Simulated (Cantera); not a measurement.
Input: 1 mol SiH2Cl2, 0.05 mol C2H4, 290 mol H2, at 7.30 mbar.

Method: chemical equilibrium by Gibbs-energy minimisation in Cantera with the NASA 1993 tables (ideal gas, pure condensed phases). Candidate condensed phases: C, C6H6, C7H8, C8H18, Si, SiC; 109 gas species. Mutual solubility and eutectic melting of coexisting phases are not modelled. Kinetics and transport are ignored.

### Question
At 1275 °C, list the 4 most abundant gas species with their mole fractions, and the condensed phases.

### Answer
H2 0.993, HCl 0.00655, H 0.000359, SiCl2 0.000144. Condensed: Si(s) + SiC(s).
